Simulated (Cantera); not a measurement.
**Equilibrium for silicon carbide growth: Si(CH3)4 + CH4 + H2**

A closed system holds: 1 mol Si(CH3)4, 0.022 mol CH4, 1300 mol H2, equilibrated at 75.0 Torr.

These are equilibrium values from Cantera (NASA tables, ideal gas, pure condensed phases), not measurements of a reactor. Candidate condensed phases: C, C6H6, C7H8, C8H18, Si, SiC; 87 gas species. Equilibrium is a limit: real reactors are often held back by kinetics, nucleation or transport.

From 700 °C to 850 °C the condensed part is SiC(s). From 925 °C to 1450 °C the condensed part is C(graphite) + SiC(s).

```json
[
 {"T (°C)": "700", "log p H2": "-1.00", "log p CH4": "-3.63", "log p H": "-9.47", "log p C2H2 (acetylene)": "-11.75", "log p CH3": "-10.87", "log p C2H4": "-9.77", "log p SiH2": "<-13", "log p Si": "<-13", "n SiC(s)": "1.00", "n C(graphite)": "0"},
 {"T (°C)": "775", "log p H2": "-1.00", "log p CH4": "-3.63", "log p H": "-8.61", "log p C2H2 (acetylene)": "-10.20", "log p CH3": "-10.00", "log p C2H4": "-8.94", "log p SiH2": "<-13", "log p Si": "<-13", "n SiC(s)": "1.00", "n C(graphite)": "0"},
 {"T (°C)": "850", "log p H2": "-1.00", "log p CH4": "-3.63", "log p H": "-7.87", "log p C2H2 (acetylene)": "-8.86", "log p CH3": "-9.24", "log p C2H4": "-8.22", "log p SiH2": "-12.54", "log p Si": "<-13", "n SiC(s)": "1.00", "n C(graphite)": "0"},
 {"T (°C)": "925", "log p H2": "-1.00", "log p CH4": "-3.80", "log p H": "-7.22", "log p C2H2 (acetylene)": "-8.01", "log p CH3": "-8.74", "log p C2H4": "-7.91", "log p SiH2": "-11.72", "log p Si": "<-13", "n SiC(s)": "1.00", "n C(graphite)": "0.937"},
 {"T (°C)": "1000", "log p H2": "-1.00", "log p CH4": "-4.03", "log p H": "-6.65", "log p C2H2 (acetylene)": "-7.43", "log p CH3": "-8.38", "log p C2H4": "-7.81", "log p SiH2": "-10.91", "log p Si": "<-13", "n SiC(s)": "1.00", "n C(graphite)": "1.80"},
 {"T (°C)": "1075", "log p H2": "-1.00", "log p CH4": "-4.23", "log p H": "-6.14", "log p C2H2 (acetylene)": "-6.92", "log p CH3": "-8.07", "log p C2H4": "-7.73", "log p SiH2": "-10.20", "log p Si": "-12.15", "n SiC(s)": "1.000", "n C(graphite)": "2.26"},
 {"T (°C)": "1150", "log p H2": "-1.00", "log p CH4": "-4.42", "log p H": "-5.68", "log p C2H2 (acetylene)": "-6.46", "log p CH3": "-7.79", "log p C2H4": "-7.66", "log p SiH2": "-9.55", "log p Si": "-11.09", "n SiC(s)": "1.000", "n C(graphite)": "2.52"},
 {"T (°C)": "1225", "log p H2": "-1.00", "log p CH4": "-4.59", "log p H": "-5.26", "log p C2H2 (acetylene)": "-6.06", "log p CH3": "-7.54", "log p C2H4": "-7.59", "log p SiH2": "-8.98", "log p Si": "-10.14", "n SiC(s)": "1.000", "n C(graphite)": "2.66"},
 {"T (°C)": "1300", "log p H2": "-1.00", "log p CH4": "-4.74", "log p H": "-4.89", "log p C2H2 (acetylene)": "-5.69", "log p CH3": "-7.32", "log p C2H4": "-7.53", "log p SiH2": "-8.45", "log p Si": "-9.28", "n SiC(s)": "1.000", "n C(graphite)": "2.73"},
 {"T (°C)": "1375", "log p H2": "-1.00", "log p CH4": "-4.87", "log p H": "-4.55", "log p C2H2 (acetylene)": "-5.35", "log p CH3": "-7.11", "log p C2H4": "-7.48", "log p SiH2": "-7.98", "log p Si": "-8.50", "n SiC(s)": "1.000", "n C(graphite)": "2.73"},
 {"T (°C)": "1450", "log p H2": "-1.00", "log p CH4": "-5.00", "log p H": "-4.24", "log p C2H2 (acetylene)": "-5.04", "log p CH3": "-6.93", "log p C2H4": "-7.43", "log p SiH2": "-7.55", "log p Si": "-7.79", "n SiC(s)": "0.999", "n C(graphite)": "2.65"}
]
```
log p: log10 of the partial pressure in bar; n: condensed amount in mol.
